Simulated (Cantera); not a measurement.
An adiabatic, constant-pressure homogeneous reactor starts with CH4 : O2 : N2 = 1 : 1.82 : 6.84 (molar parts), at 975 K and 5.00 bar.

Computed with Cantera and GRI-Mech 3.0 (53 species, 325 reactions). Below about 1000 K GRI-Mech 3.0 lacks low-temperature oxidation paths.

**Question.** Predict: time of steepest temperature rise; temperature at 6.00 s; equilibrium temperature; x(O2) at 6.00 s; x(OH) at 6.00 s; x(CO2) at 6.00 s.

**Answer.** 
```json
{
 "time_of_steepest_temperature_rise": "0.291 s",
 "temperature at 6.00 s": "2621 K",
 "equilibrium_temperature": "2621 K",
 "x(O2) at 6.00 s": "0.00339 (gas-phase equilibrium 0.00339)",
 "x(OH) at 6.00 s": "0.00668 (gas-phase equilibrium 0.00668)",
 "x(CO2) at 6.00 s": "0.0660 (gas-phase equilibrium 0.0660)"
}
```
